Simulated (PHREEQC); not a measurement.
H2SO4 is added in steps, without added water, to 1 kg of water holding 36 mmol/kgw Cu(NO3)2, 0.93 mmol/kgw HCl and 97 mmol/kgw NaCl, at 45 °C. Oxygen is held at 0.21 atm. CO2 from the air is kept out. Precipitation was switched off in this run.

Base run: PHREEQC, ion-association model, wateq4f.dat. Each further column changes one thing. The table gives HSO4- (mol/kgw).

```
H2SO4 added (mol)      base  Debye-Hückel limiting law  Davies equation for every ion  database phreeqc.dat  metal-ligand complexes left out
-----------------  --------  -------------------------  -----------------------------  --------------------  -------------------------------
0                         0                          0                              0                     0                                0
0.000255            9.67e-6                    5.38e-6                        9.27e-6               9.47e-6                                ?
0.0004675           2.26e-5                    1.26e-5                        2.17e-5               2.21e-5                                ?
0.0007225           4.37e-5                          ?                        4.19e-5               4.28e-5                          7.10e-5
0.0009775           7.05e-5                    3.98e-5                        6.77e-5               6.90e-5                                ?
0.001233           0.000103                    5.82e-5                        9.87e-5              0.000101                         0.000163
0.001445           0.000134                    7.60e-5                       0.000128              0.000131                         0.000210
0.0017             0.000175                   0.000100                       0.000169              0.000172                                ?
```

Problem. Some entries are withheld; supply them.

Solution. 
- 0.000255, metal-ligand complexes left out: 1.61e-5
- 0.0004675, metal-ligand complexes left out: 3.72e-5
- 0.0007225, Debye-Hückel limiting law: 2.45e-5
- 0.0009775, metal-ligand complexes left out: 0.000113
- 0.0017, metal-ligand complexes left out: 0.000273

Away from 25 °C the constants follow the database's enthalpies or fits; those with neither stay at their 25 °C values. phreeqc.dat and wateq4f.dat share most of their constants, so their agreement is no independent check.
